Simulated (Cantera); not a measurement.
Input: 1 mol Fe₃O₄, a varied amount of C, 8.1 mol H₂, equilibrated at 1802 °C and 11.0 mbar.

These are equilibrium values from Cantera (NASA tables, ideal gas, pure condensed phases), not measurements of a reactor. Candidate condensed phases: C, C₆H₆, C₇H₈, C₈H₁₈, Fe, Fe(CO)₅, FeO, Fe(OH)₂, Fe(OH)₃, Fe₂O₃, Fe₃O₄, H₂O; 114 gas species. Each liquid is taken as pure. Iron dissolves carbon and melts from about 1420 K in contact with it, which pure phases cannot show. Mutual solubility and eutectic melting of coexisting phases are not modelled. The tables' stoichiometric FeO is somewhat more stable than real wüstite, so its field is too wide. FeO: taken at fixed stoichiometry. Condensed phases not in the tables: cementite and carbon dissolved in iron. Equilibrium is a limit: real reactors are often held back by kinetics, nucleation or transport.

x: gas mole fraction; n: condensed amount in mol.

| n(C) (mol) | x H₂ | x CO | x H₂O | x Fe | x H | x CO₂ | n Fe(l) | n FeO(l) | n C(graphite) |
|---|---|---|---|---|---|---|---|---|---|
| 0.64 | 0.568 | 0.0610 | 0.269 | 0.0745 | 0.0191 | 0.00596 | 1.57 | 0.708 | 0 |
| 1.2 | 0.534 | 0.108 | 0.253 | 0.0745 | 0.0186 | 0.0105 | 2.13 | 0.0986 | 0 |
| 1.7 | 0.545 | [?] | [?] | 0.0745 | 0.0187 | 0.0113 | 2.19 | 0 | 0 |
| 2.2 | 0.561 | [?] | [?] | 0.0745 | 0.0190 | [?] | 2.16 | 0 | 0 |
| 2.7 | 0.575 | 0.221 | 0.101 | 0.0745 | 0.0193 | 0.00802 | 2.12 | 0 | 0 |
| 3.2 | 0.587 | 0.254 | 0.0591 | 0.0745 | 0.0195 | 0.00527 | 2.08 | 0 | 0 |
| 3.7 | 0.598 | 0.285 | 0.0211 | 0.0745 | 0.0196 | 0.00207 | 2.04 | 0 | 0 |
| 4.3 | 0.602 | 0.303 | 1.76e-7 | 0.0745 | 0.0197 | 1.83e-8 | 2.02 | 0 | 0.280 |
| 4.8 | 0.602 | 0.303 | 1.76e-7 | 0.0745 | 0.0197 | 1.83e-8 | 2.02 | 0 | 0.780 |

### Question
Fill in the missing entries.

### Answer

- 1.7, x CO: 0.147
- 1.7, x H₂O: 0.202
- 2.2, x CO: 0.185
- 2.2, x H₂O: 0.149
- 2.2, x CO₂: 0.0101
